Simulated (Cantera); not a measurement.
Feed: 1 mol PbO, 11 mol CO, 0.57 mol N2, at 0.000170 bar.

Method: chemical equilibrium by Gibbs-energy minimisation in Cantera with the NASA 1993 tables (ideal gas, pure condensed phases). Candidate condensed phases: C, Pb, PbO, PbO2, Pb3O4; 27 gas species. Rates play no part.

x: gas mole fraction; nothing condenses.

```json
[
 {"T (K)": "2023", "x CO": "0.796", "x Pb": "0.0793", "x CO2": "0.0782", "x O": "0.000736", "x N2": "0.0453", "x O2": "(withheld)", "x NO": "5.14e-5"},
 {"T (K)": "2073", "x CO": "0.797", "x Pb": "0.0792", "x CO2": "0.0769", "x O": "0.00155", "x N2": "0.0452", "x O2": "(withheld)", "x NO": "8.57e-5"},
 {"T (K)": "2123", "x CO": "0.797", "x Pb": "0.0790", "x CO2": "0.0745", "x O": "0.00312", "x N2": "0.0451", "x O2": "(withheld)", "x NO": "0.000137"},
 {"T (K)": "2173", "x CO": "0.799", "x Pb": "0.0787", "x CO2": "0.0703", "x O": "0.00588", "x N2": "0.0449", "x O2": "(withheld)", "x NO": "0.000208"},
 {"T (K)": "2223", "x CO": "0.800", "x Pb": "0.0783", "x CO2": "0.0639", "x O": "0.0103", "x N2": "0.0446", "x O2": "(withheld)", "x NO": "0.000298"},
 {"T (K)": "2273", "x CO": "0.803", "x Pb": "0.0777", "x CO2": "0.0552", "x O": "0.0168", "x N2": "0.0443", "x O2": "(withheld)", "x NO": "0.000396"},
 {"T (K)": "2323", "x CO": "0.805", "x Pb": "0.0770", "x CO2": "0.0449", "x O": "0.0250", "x N2": "0.0438", "x O2": "0.00330", "x NO": "0.000486"},
 {"T (K)": "2373", "x CO": "0.807", "x Pb": "0.0763", "x CO2": "0.0345", "x O": "0.0342", "x N2": "0.0433", "x O2": "0.00353", "x NO": "0.000553"},
 {"T (K)": "2423", "x CO": "0.809", "x Pb": "0.0756", "x CO2": "0.0251", "x O": "0.0433", "x N2": "0.0429", "x O2": "0.00332", "x NO": "0.000586"},
 {"T (K)": "2473", "x CO": "0.810", "x Pb": "0.0750", "x CO2": "0.0175", "x O": "0.0514", "x N2": "0.0426", "x O2": "(withheld)", "x NO": "0.000588"},
 {"T (K)": "2523", "x CO": "0.810", "x Pb": "0.0746", "x CO2": "0.0118", "x O": "0.0579", "x N2": "0.0423", "x O2": "(withheld)", "x NO": "0.000563"}
]
```

### Question
Complete the blanks.

### Answer

- 2023, x O2: 0.000145
- 2073, x O2: 0.000311
- 2123, x O2: 0.000621
- 2173, x O2: 0.00114
- 2223, x O2: 0.00186
- 2273, x O2: 0.00266
- 2473, x O2: 0.00279
- 2523, x O2: 0.00217
